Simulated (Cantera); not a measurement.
Input: 1 mol CCl4, 1.2 mol H2, held at 875 K and 19.0 mbar.

These are equilibrium values from Cantera (NASA tables, ideal gas, pure condensed phases), not measurements of a reactor. Candidate condensed phases: C, C6H6, C7H8, C8H18; 91 gas species. Rates play no part.

Base state: HCl 0.750, Cl2 0.250, Cl 0.000167, CCl4 3.80e-5 (mole fractions); condensed: C(graphite).

What changes in the equilibrium state with this change: H2 from 1.2 to 0.91 mol?


```csv
species,before,after
HCl,0.750,0.625
Cl2,0.250,0.374
Cl,0.000167,0.000204
CCl4,3.80e-5,8.54e-5
"C(graphite), mol",1.000,1.000
```

What changes in the equilibrium state with this change: temperature from 875 K to 1398.15 K?


```json
[
 {"species": "HCl", "before": "0.750", "after": "0.716"},
 {"species": "Cl2", "before": "0.250", "after": "0.194"},
 {"species": "Cl", "before": "0.000167", "after": "0.0896"},
 {"species": "CCl4", "before": "3.80e-5", "after": "2.41e-7"},
 {"species": "C(graphite), mol", "before": "1.000", "after": "1.000"}
]
```
